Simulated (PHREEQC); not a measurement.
Dissolve 0.00095 mol/kgw HF, 0.00023 mol/kgw H2SiF6, 5.1e-05 mol/kgw H3BO3 and 7.4e-05 mol/kgw H2SO4 at 85 °C. Closed to the air; pH follows from the charge balance.

Computed with PHREEQC (ion-association model, phreeqc.dat).

This is a speciation only: nothing precipitates in the calculation.

**Question.** What pH, ionic strength, specific conductance does the model give?

**Answer.** pH 3.17; ionic strength 0.000749 mol/kgw; specific conductance 735 µS/cm.

**Question.** In which forms is B present?

**Answer.** H3BO3 98 %, BF2(OH)2- 1.3 % of the B.

Away from 25 °C the constants follow the database's enthalpies or fits; those with neither stay at their 25 °C values. SiF6-2 is the database's only silicon fluoride. Real BF4- forms and hydrolyses slowly; the run takes it at equilibrium.
